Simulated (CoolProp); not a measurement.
Vapour-liquid equilibrium of carbon dioxide (1) + R143a (2) at 259.1 K; x and y are mole fractions of (1).

Values from CoolProp's multi-fluid Helmholtz-energy mixture model, Span 1996 and Lemmon and Jacobsen 2000; pair parameters Bell 2016.

```csv
x,bubble pressure (MPa),y at the bubble point,dew pressure at overall composition x (MPa),liquid density (mol/L)
0.05,0.4678,___,0.4081,13.04
0.2,___,0.551,0.4731,14.02
0.35,1.073,0.728,0.5622,15.11
0.5,1.388,0.825,0.6927,16.36
0.65,1.681,0.887,0.9029,17.82
0.8,1.962,0.935,1.293,19.61
0.95,2.252,0.983,2.051,___
```

Q: Fill in the missing entries.

A: 
- 0.05, y at the bubble point: 0.189
- 0.2, bubble pressure (MPa): 0.7521
- 0.95, liquid density (mol/L): 21.88

No azeotrope shows between x = 0.05 and 0.95.

The pair parameters rest on a limited set of measurements; away from them the model extrapolates. The gap from Raoult's law changes sign with composition, which may be real or a fault of the pair parameters; it wasn't checked against measurements.
